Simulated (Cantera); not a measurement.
An isothermal, constant-pressure homogeneous reactor starts with 3.66 % H2, 96.3 % O2, equivalence ratio 0.019, at 1325 K and 0.00790 atm.

Model: GRI-Mech 3.0 (53 species, 325 reactions), integrated in Cantera. Radical loss at walls, strong at low pressure, is not modelled. The temperature is held fixed by assumption; the heat of reaction is taken as removed at once.

x: mole fraction; the columns are a selection and need not sum to one.

| t (s) | x H2 | x O2 | x OH | x H2O2 | x HO2 | x O |
|---|---|---|---|---|---|---|
| 7.00e-5 | 0.0366 | 0.963 | 5.54e-9 | 1.94e-12 | 1.16e-8 | 5.93e-9 |
| 0.000252 | 0.0366 | 0.963 | 4.35e-8 | 2.49e-11 | 4.17e-8 | 5.23e-8 |
| 0.000910 | 0.0366 | 0.963 | 1.42e-6 | 3.09e-10 | 1.51e-7 | 1.84e-6 |
| 0.00328 | ? | 0.940 | ? | ? | ? | ? |
| 0.0118 | ? | 0.932 | 0.00370 | 3.01e-8 | 1.08e-6 | ? |
| 0.0427 | 0.000416 | 0.936 | 0.00350 | 2.98e-8 | 1.04e-6 | 0.0240 |
| 0.154 | 0.000281 | 0.945 | 0.00289 | 2.80e-8 | 8.98e-7 | 0.0157 |
| 0.555 | 9.56e-5 | 0.957 | 0.00169 | 2.06e-8 | 5.46e-7 | 0.00517 |
| 2.00 | 1.44e-5 | 0.962 | 0.000661 | 9.04e-9 | 1.72e-7 | 0.000768 |

Problem. Fill in the missing entries.

Solution. 
- 0.00328, x H2: 0.00832
- 0.00328, x OH: 0.00672
- 0.00328, x H2O2: 7.90e-8
- 0.00328, x HO2: 1.34e-6
- 0.00328, x O: 0.0174
- 0.0118, x H2: 0.000468
- 0.0118, x O: 0.0273
